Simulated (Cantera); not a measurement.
# Equilibrium for silicon oxide and oxynitride deposition: SiH4 + NO + N2

Feed: 1 mol SiH4, 6.2 mol NO, 170 mol N2, at 0.220 bar.

These are equilibrium values from Cantera (NASA tables, ideal gas, pure condensed phases), not measurements of a reactor. Candidate condensed phases: H2O, Si, SiO2, Si2N2O, Si3N4; 35 gas species. The tables hold silica as quartz up to 1696 K and as liquid above; real silica turns to tridymite and cristobalite and melts near 1996 K. The numbers say what is thermodynamically allowed, not how fast it happens.

From 673 K to 823 K the condensed part is SiO2(α-quartz). From 873 K to 1323 K the condensed part is SiO2(β-quartz).

```
T (K)   x N2   x H2O     x O2     x NO  n SiO2(α-quartz)  n SiO2(β-quartz)
-----  -----  ------  -------  -------  ----------------  ----------------
673    0.982  0.0114  0.00624  2.89e-8              1.00                 0
723    0.982  0.0114  0.00624  8.93e-8              1.00                 0
773    0.982  0.0114  0.00624  2.39e-7              1.00                 0
823    0.982  0.0114  0.00624  5.66e-7              1.00                 0
873    0.982  0.0114  0.00624  1.22e-6                 0              1.00
923    0.982  0.0114  0.00624  2.41e-6                 0              1.00
973    0.982  0.0114  0.00624  4.44e-6                 0              1.00
1023   0.982  0.0114  0.00624  7.71e-6                 0              1.00
1073   0.982  0.0114  0.00624  1.27e-5                 0              1.00
1123   0.982  0.0114  0.00623  2.01e-5                 0              1.00
1173   0.982  0.0114  0.00623  3.05e-5                 0              1.00
1223   0.982  0.0114  0.00622  4.47e-5                 0              1.00
1273   0.982  0.0113  0.00621  6.35e-5                 0              1.00
1323   0.982  0.0113  0.00620  8.80e-5                 0              1.00
```
x: gas mole fraction; n: condensed amount in mol.
